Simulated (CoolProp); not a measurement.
Vapour-liquid equilibrium of R13 (1) + propylene (2) at -94.75 °C; x and y are mole fractions of (1).

Model: multi-fluid Helmholtz-energy mixture model, Platzer 1990 and Lemmon 2013; pair parameters Bell 2016, in CoolProp. This equation is an older, rougher fit; its heat capacities, sound speeds and derivatives of the liquid may be far off and weren't checked against measurements.

| x | bubble pressure, mixture model (MPa) | bubble pressure, Raoult's law (MPa) | y, mixture model | y, Raoult's law |
|---|---|---|---|---|
| 0.05 | 0.01157 | 0.008155 | 0.494 | 0.287 |
| 0.125 | 0.01811 | 0.01120 | 0.697 | 0.522 |
| 0.2 | 0.02311 | 0.01425 | 0.777 | 0.656 |
| 0.275 | 0.02697 | 0.01729 | 0.820 | 0.743 |
| 0.35 | 0.03000 | 0.02034 | 0.848 | 0.804 |
| 0.425 | 0.03245 | 0.02339 | 0.868 | 0.849 |
| 0.5 | 0.03451 | 0.02643 | 0.884 | 0.884 |
| 0.575 | 0.03634 | 0.02948 | 0.898 | 0.912 |
| 0.65 | 0.03806 | 0.03252 | 0.911 | 0.934 |
| 0.725 | 0.03975 | 0.03557 | 0.925 | 0.953 |
| 0.8 | 0.04150 | 0.03862 | 0.941 | 0.968 |
| 0.875 | 0.04334 | 0.04166 | 0.959 | 0.982 |
| 0.95 | 0.04533 | 0.04471 | 0.982 | 0.993 |

The largest gap from Raoult's law is +62.2 % in bubble pressure, at x = 0.2. No azeotrope shows between x = 0.05 and 0.95.

Pair parameters are fitted to limited data, so mixtures are less certain than the pure fluids. With so large a gap from Raoult's law the liquid may split in two, which this calculation doesn't test in full.
